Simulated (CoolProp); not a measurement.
Aqueous potassium formate as a coolant, at 0 °C, 1 atm.

Model: Melinder's fits for secondary coolants, in CoolProp.

```json
[
 {"mass %": "5.1", "freezing point (°C)": "-2.3", "cp (kJ/(kg K))": "4.003", "conductivity (W/(m K))": "0.556", "density (kg/m³)": "?", "Prandtl number": "13.8"},
 {"mass %": "9.7", "freezing point (°C)": "-4.7", "cp (kJ/(kg K))": "3.818", "conductivity (W/(m K))": "0.549", "density (kg/m³)": "1062", "Prandtl number": "13.8"},
 {"mass %": "14.2", "freezing point (°C)": "-7.5", "cp (kJ/(kg K))": "3.645", "conductivity (W/(m K))": "0.543", "density (kg/m³)": "1090", "Prandtl number": "13.9"},
 {"mass %": "18.7", "freezing point (°C)": "-10.6", "cp (kJ/(kg K))": "3.480", "conductivity (W/(m K))": "0.536", "density (kg/m³)": "?", "Prandtl number": "14.3"},
 {"mass %": "23.3", "freezing point (°C)": "?", "cp (kJ/(kg K))": "?", "conductivity (W/(m K))": "0.529", "density (kg/m³)": "1150", "Prandtl number": "14.9"},
 {"mass %": "27.8", "freezing point (°C)": "-18.7", "cp (kJ/(kg K))": "3.175", "conductivity (W/(m K))": "0.521", "density (kg/m³)": "1182", "Prandtl number": "15.7"},
 {"mass %": "32.4", "freezing point (°C)": "-24.0", "cp (kJ/(kg K))": "3.039", "conductivity (W/(m K))": "0.511", "density (kg/m³)": "?", "Prandtl number": "16.5"},
 {"mass %": "36.9", "freezing point (°C)": "-30.1", "cp (kJ/(kg K))": "2.919", "conductivity (W/(m K))": "0.501", "density (kg/m³)": "?", "Prandtl number": "17.5"},
 {"mass %": "41.4", "freezing point (°C)": "-37.3", "cp (kJ/(kg K))": "?", "conductivity (W/(m K))": "0.490", "density (kg/m³)": "1281", "Prandtl number": "19.0"},
 {"mass %": "46", "freezing point (°C)": "-45.9", "cp (kJ/(kg K))": "2.702", "conductivity (W/(m K))": "0.478", "density (kg/m³)": "?", "Prandtl number": "22.2"}
]
```

Q: Complete the blanks.

A: 
- 5.1, density (kg/m³): 1033
- 18.7, density (kg/m³): 1119
- 23.3, freezing point (°C): -14.4
- 23.3, cp (kJ/(kg K)): 3.320
- 32.4, density (kg/m³): 1214
- 36.9, density (kg/m³): 1247
- 41.4, cp (kJ/(kg K)): 2.809
- 46, density (kg/m³): 1318
